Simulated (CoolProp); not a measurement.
Values from CoolProp's reference Helmholtz-energy equation of state, Thol 2018.

Question: Give the vapour pressure (MPa), liquid density (kg/m³), vapour density (kg/m³), enthalpy of vaporisation (kJ/kg) of saturated hydrogen chloride at 291.8 K.

Answer: 
| T (K) | p (MPa) | liquid density (kg/m³) | vapour density (kg/m³) | enthalpy of vaporisation (kJ/kg) |
|---|---|---|---|---|
| 291.8 | 4.10 | 844 | 94.9 | 260 |
